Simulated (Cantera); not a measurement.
# SiF₄ + O₃ + H₂ (silicon oxide and oxynitride deposition)

Input: 1 mol SiF₄, a varied amount of O₃, 8.5 mol H₂, equilibrated at 823.15 K and 9.00 Torr.

Equilibrium computed with Cantera from the NASA thermochemical tables; the gas is ideal and each condensed phase is pure. Candidate condensed phases: H₂O, Si, SiO₂; 38 gas species. Equilibrium is a limit: real reactors are often held back by kinetics, nucleation or transport.

From 0.27 mol O₃ to 9.6 mol O₃ the condensed part is SiO₂(α-quartz). The main Si-bearing gas is SiF₄ throughout. The share of Si in condensed phases is highest at 9.6 mol O₃ (86.6 %) and lowest at 0.27 mol O₃ (24.3 %).

| n(O₃) (mol) | log p H₂ | log p H₂O | log p O₂ | log p HF | log p SiF₄ | log p H₂F₂ | log p SiHF₃ | n SiO₂(α-quartz) |
|---|---|---|---|---|---|---|---|---|
| 0.27 | -2.02 | -3.40 | <-13 | -2.92 | -3.03 | -9.92 | -9.33 | 0.243 |
| 0.45 | -2.06 | -3.09 | <-13 | -2.78 | -3.09 | -9.64 | -9.57 | 0.338 |
| 0.75 | -2.12 | -2.79 | <-13 | -2.66 | -3.18 | -9.39 | -9.85 | 0.456 |
| 1.3 | -2.26 | -2.49 | <-13 | -2.54 | -3.32 | -9.16 | -10.24 | 0.601 |
| 2.1 | -2.59 | -2.25 | <-13 | -2.46 | -3.50 | -9.00 | -10.83 | 0.731 |
| 3.5 | -13.48 | -2.14 | -2.97 | -2.46 | -3.71 | -9.00 | <-13 | 0.815 |
| 5.8 | -13.87 | -2.26 | -2.44 | -2.57 | -3.88 | -9.21 | <-13 | 0.839 |
| 9.6 | <-13 | -2.40 | -2.23 | -2.69 | -4.10 | -9.46 | <-13 | 0.866 |
log p: log10 of the partial pressure in bar; n: condensed amount in mol.
